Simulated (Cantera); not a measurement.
A closed system holds: 1 mol BF₃, 2.3 mol NH₃, 0.81 mol H₂O, at 1.00 Torr.

Cantera equilibrium calculation (NASA polynomials, part measured and part estimated; ideal gas, pure solids and liquids). Candidate condensed phases: B, BN, B₂O₃, B₃O₃H₃, H₂O; 62 gas species. The tables' values for BF₂ are old estimates; treat these amounts as uncertain. Rates play no part. All values below are at 1102 °C.

Base state: H₂ 0.482, HF 0.209, N₂ 0.161, BOF 0.102, BF₃ 0.0360, H₂O 0.00821, HBO₂ 0.00129, H 6.52e-5 (mole fractions); condensed: gas only.

### Question
What changes in the equilibrium state with this change: NH₃ from 2.3 to 0.87 mol?

### Answer
```json
[
 {"species": "HF", "before": "0.209", "after": "0.339"},
 {"species": "H₂", "before": "0.482", "after": "0.306"},
 {"species": "BOF", "before": "0.102", "after": "0.165"},
 {"species": "H₂O", "before": "0.00821", "after": "0.0189"},
 {"species": "BF₃", "before": "0.0360", "after": "0.0664"},
 {"species": "N₂", "before": "0.161", "after": "0.102"},
 {"species": "B₃O₃F₃", "before": "2.70e-5", "after": "0.000113"},
 {"species": "HBO₂", "before": "0.00129", "after": "0.00294"}
]
```
